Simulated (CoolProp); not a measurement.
Computed with CoolProp (reference Helmholtz-energy equation of state, Outcalt 1996). It is a modified Benedict-Webb-Rubin equation, recast in Helmholtz form.

**Question.** Give the vapour pressure (kPa), vapour density (kg/m³), liquid cp (kJ/(kg K)), vapour viscosity (µPa s) of saturated R152A at -63.85, -50.65 °C.

**Answer.** 
```
T (°C)  p (kPa)  vapour density (kg/m³)  liquid cp (kJ/(kg K))  vapour viscosity (µPa s)
------  -------  ----------------------  ---------------------  ------------------------
-63.85     11.7                   0.448                   1.55                      7.73
-50.65     26.4                   0.960                   1.57                      8.23
```

Viscosity comes from a separate model (Bell 2016), an estimate that may be off by 10 % or more.
